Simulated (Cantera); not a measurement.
What does this Cantera script print?

```python
import numpy as np
import cantera as ct

gas_names = [...]  # 110 gases of nasa_gas.yaml made of C, H, O
cond_names = """
    C(gr) C6H6(L) C7H8(L) C8H18(L),n-octa H2O(s) H2O(L)
""".split()


# ... load() reads the species with a 1 bar reference pressure and builds the phases ...
atoms = {
    'C3H8': {'C': 3, 'H': 8},
    'O2': {'O': 2},
}
top_T = {'C(gr)': 4500}  # K; cautious upper limits of use, not melting points


# ... equilibrate(T, P, feed) seeds the gas with the atoms and calls Mixture.equilibrate('TP', solver="vcs", rtol=1e-11, max_steps=5000) ...
results = []
feed = {'C3H8': 1, 'O2': 0.0093}  # mol
T = 773.15  # K
P = 133.322  # Pa
mix = equilibrate(T, P, feed)
results.append((T, P, feed, dict(zip(mix.species_names, mix.species_moles))))
print(gas.report(threshold=1e-05))
for i in range(1, mix.n_phases):
    print(f"{mix.phase(i).name:16s} {mix.phase_moles(i):12.5e} mol")
```

Output:

```
       temperature   773.15 K
          pressure   133.32 Pa
           density   4.5063e-05 kg/m^3
  mean mol. weight   2.1728 kg/kmol
   phase of matter   gas

                          1 kg             1 kmol
                     ---------------   ---------------
          enthalpy        6.0636e+06        1.3175e+07  J
   internal energy        3.1051e+06        6.7467e+06  J
           entropy             98728        2.1452e+05  J/K
    Gibbs function       -7.0268e+07       -1.5268e+08  J
 heat capacity c_p             13638             29632  J/K
 heat capacity c_v              9811             21317  J/K

                      mass frac. Y      mole frac. X     chem. pot. / RT
                     ---------------   ---------------   ---------------
               CH4          0.020484         0.0027743           -48.264
                CO          0.056162         0.0043566           -54.228
                H2           0.92096           0.99259           -23.534
               H2O         0.0022691        0.00027368           -76.564
     [ +106 minor]        0.00012453        6.1484e-06

C(gr)             2.97141e+00 mol
```

Method: chemical equilibrium by Gibbs-energy minimisation in Cantera with the NASA 1993 tables (ideal gas, pure condensed phases).
